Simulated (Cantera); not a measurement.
Charge: 1 mol CCl₄, 0.41 mol CH₄, 2.9 mol H₂, at 2050 K and 0.133 bar.

Method: chemical equilibrium by Gibbs-energy minimisation in Cantera with the NASA 1993 tables (ideal gas, pure condensed phases). Candidate condensed phases: C, C₆H₆, C₇H₈, C₈H₁₈; 91 gas species. The numbers say what is thermodynamically allowed, not how fast it happens.

Base state: HCl 0.690, H₂ 0.300, Cl 0.00579, H 0.00340, C₂H₂ (acetylene) 0.000319 (mole fractions); condensed: C(graphite).

**Question.** What changes in the equilibrium state with this change: temperature from 2050 K to 1825 K?

**Answer.** 
```json
[
 {"species": "HCl", "before": "0.690", "after": "0.697"},
 {"species": "H₂", "before": "0.300", "after": "0.301"},
 {"species": "Cl", "before": "0.00579", "after": "0.00117"},
 {"species": "H", "before": "0.00340", "after": "0.000661"},
 {"species": "C₂H₂ (acetylene)", "before": "0.000319", "after": "6.46e-5"},
 {"species": "C(graphite), mol", "before": "1.41", "after": "1.41"}
]
```
